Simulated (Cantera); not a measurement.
A closed system holds: 1 mol SiC, 0.045 mol O2, 130 mol N2, at 100000 Pa.

Cantera equilibrium calculation (NASA polynomials, part measured and part estimated; ideal gas, pure solids and liquids). Candidate condensed phases: C, Si, SiC, SiO2, Si2N2O, Si3N4; 34 gas species. N2 is the only nitrogen source here; it is nearly inert below about 1500 K, so the nitride shown seldom forms there in practice. Mutual solubility and eutectic melting of coexisting phases are not modelled. Kinetics and transport are ignored.

### Question
Which condensed phases are stable at each of these points (T (K)): 950, 1100, 1250, 1400, 1550, 1700, 1850, 2000?

### Answer
```
T (K)                    condensed phases  Si condensed (%)
-----  ----------------------------------  ----------------
950    C(graphite) + Si2N2O(s) + Si3N4(s)             100.0
1100   C(graphite) + Si2N2O(s) + Si3N4(s)             100.0
1250   C(graphite) + Si2N2O(s) + Si3N4(s)             100.0
1400   C(graphite) + Si2N2O(s) + Si3N4(s)             100.0
1550   C(graphite) + Si2N2O(s) + Si3N4(s)             100.0
1700               C(graphite) + Si3N4(s)             100.0
1850                    SiC(s) + Si3N4(s)              99.7
2000                    SiC(s) + Si3N4(s)              97.8
```

From 950 K to 1550 K the condensed part is C(graphite) + Si2N2O(s) + Si3N4(s). At 1700 K the condensed part is C(graphite) + Si3N4(s). From 1850 K to 2000 K the condensed part is SiC(s) + Si3N4(s).
